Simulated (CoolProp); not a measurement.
A Linde-Hampson liquefier for ethylene: isothermal reversible compression at 320 K from 1 atm to 25 MPa, throttling to 1 atm, return gas leaving the recuperator 0 K below the feed. Each further row changes one setting.

The numbers come from the reference Helmholtz-energy equation of state, Smukala 2000 in CoolProp.

```tsv
case	liquid yield per pass	compression work (kJ/kg of gas)
as stated	(withheld)	432
high pressure 50 MPa	(withheld)	491
warm-end temperature 350 K	(withheld)	498
warm-end gap 5 K	0.419	432
```

Problem. What belongs in the gaps?

Solution. 
- as stated, liquid yield per pass: 0.426
- high pressure 50 MPa, liquid yield per pass: 0.420
- warm-end temperature 350 K, liquid yield per pass: 0.349
